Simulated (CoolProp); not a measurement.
The fluid at 315.91 K and 0.322 MPa is throttled through a valve to 0.0297 MPa with no heat exchange. The same conditions are run with several fluids, on thermodynamics alone (safety and materials aside).

Values from CoolProp's reference Helmholtz-energy equation of state of each fluid (R227EA: Lemmon 2016; CH3F (R41): Lemmon 2006; R115: Lemmon 2016; ethane: Bücker 2006; ammonia: Gao 2020).

```csv
fluid,temperature change (K),final density (kg/m³)
R227EA,-4.5,?
CH3F (R41),-4.5,?
R115,?,?
ethane,?,?
ammonia,?,0.197
```

Problem. What belongs in the gaps?

Solution. 
- R227EA, final density (kg/m³): 1.96
- CH3F (R41), final density (kg/m³): 0.391
- R115, temperature change (K): -3.4
- R115, final density (kg/m³): 1.77
- ethane, temperature change (K): -2.8
- ethane, final density (kg/m³): 0.344
- ammonia, temperature change (K): -6.9
